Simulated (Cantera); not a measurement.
A Cantera script and what it prints.

```python
import numpy as np
import cantera as ct

gas_names = """
    B BH BH2 BH3 BO BO2 B2 B2O B2O2 B2O3 B3O3H3 H HBO HBO2 HO2 H2 H2O H2O2 H3B3O6 O OH O2 O3
""".split()
cond_names = """
    B(b) B(L) B2O3(L) B3O3H3(cr) H2O(s) H2O(L)
""".split()


# ... load() reads the species with a 1 bar reference pressure and builds the phases ...
atoms = {
    'B2O3': {'B': 2, 'O': 3},
    'H2O': {'H': 2, 'O': 1},
    'H2': {'H': 2},
}
top_T = {}  # K; cautious upper limits of use, not melting points


# ... equilibrate(T, P, feed) seeds the gas with the atoms and calls Mixture.equilibrate('TP', solver="vcs", rtol=1e-11, max_steps=5000) ...
results = []
feed = {'B2O3': 1, 'H2O': 0.081, 'H2': 6.5}  # mol
P = 10000  # Pa
for T in [1023, 1073, 1123, 1173, 1223, 1273, 1323, 1373, 1423, 1473, 1523, 1573, 1623, 1673]:
    mix = equilibrate(T, P, feed)
    results.append((T, P, feed, dict(zip(mix.species_names, mix.species_moles))))
    x = sorted(zip(gas.X, gas.species_names), reverse=True)
    print(f"T = {T:g} K  P = {P:g} Pa  gas = {mix.phase_moles(0):.4g} mol")
    print("   x: " + "  ".join(f"{s} {v:.3e}" for v, s in x if v > 0.0001))
    print("   condensed (mol): " + ("  ".join(f"{mix.phase(i).name} {mix.phase_moles(i):.4g}"
          for i in range(1, mix.n_phases) if mix.phase_moles(i) > 1e-12) or "none"))
```

It prints:

```
T = 1023 K  P = 10000 Pa  gas = 6.581 mol
   x: H2 9.877e-01  H2O 1.228e-02
   condensed (mol): B2O3(L) 0.9998
T = 1073 K  P = 10000 Pa  gas = 6.581 mol
   x: H2 9.877e-01  H2O 1.228e-02
   condensed (mol): B2O3(L) 0.9998
T = 1123 K  P = 10000 Pa  gas = 6.581 mol
   x: H2 9.877e-01  H2O 1.225e-02
   condensed (mol): B2O3(L) 0.9996
T = 1173 K  P = 10000 Pa  gas = 6.582 mol
   x: H2 9.876e-01  H2O 1.220e-02  HBO2 1.959e-04
   condensed (mol): B2O3(L) 0.9993
T = 1223 K  P = 10000 Pa  gas = 6.582 mol
   x: H2 9.875e-01  H2O 1.210e-02  HBO2 3.988e-04
   condensed (mol): B2O3(L) 0.9986
T = 1273 K  P = 10000 Pa  gas = 6.584 mol
   x: H2 9.873e-01  H2O 1.192e-02  HBO2 7.626e-04
   condensed (mol): B2O3(L) 0.9974
T = 1323 K  P = 10000 Pa  gas = 6.586 mol
   x: H2 9.870e-01  H2O 1.162e-02  HBO2 1.376e-03
   condensed (mol): B2O3(L) 0.9954
T = 1373 K  P = 10000 Pa  gas = 6.589 mol
   x: H2 9.864e-01  H2O 1.114e-02  HBO2 2.351e-03
   condensed (mol): B2O3(L) 0.992
T = 1423 K  P = 10000 Pa  gas = 6.594 mol
   x: H2 9.856e-01  H2O 1.044e-02  HBO2 3.808e-03  HBO 1.186e-04
   condensed (mol): B2O3(L) 0.9868
T = 1473 K  P = 10000 Pa  gas = 6.602 mol
   x: H2 9.842e-01  H2O 9.481e-03  HBO2 5.852e-03  HBO 2.796e-04  B2O3 1.235e-04
   condensed (mol): B2O3(L) 0.9789
T = 1523 K  P = 10000 Pa  gas = 6.614 mol
   x: H2 9.821e-01  HBO2 8.536e-03  H2O 8.299e-03  HBO 6.347e-04  B2O3 3.447e-04
   condensed (mol): B2O3(L) 0.9674
T = 1573 K  P = 10000 Pa  gas = 6.631 mol
   x: H2 9.787e-01  HBO2 1.186e-02  H2O 6.997e-03  HBO 1.394e-03  B2O3 8.978e-04  H 1.272e-04
   condensed (mol): B2O3(L) 0.95
T = 1623 K  P = 10000 Pa  gas = 6.659 mol
   x: H2 9.729e-01  HBO2 1.585e-02  H2O 5.770e-03  HBO 2.953e-03  B2O3 2.197e-03  H 2.156e-04
   condensed (mol): B2O3(L) 0.9224
T = 1673 K  P = 10000 Pa  gas = 6.708 mol
   x: H2 9.628e-01  HBO2 2.083e-02  HBO 5.928e-03  B2O3 5.083e-03  H2O 4.829e-03  H 3.534e-04  B2O2 1.790e-04
   condensed (mol): B2O3(L) 0.8748
```

Cantera equilibrium calculation (NASA polynomials, part measured and part estimated; ideal gas, pure solids and liquids). Gases not in the tables: H3BO3.
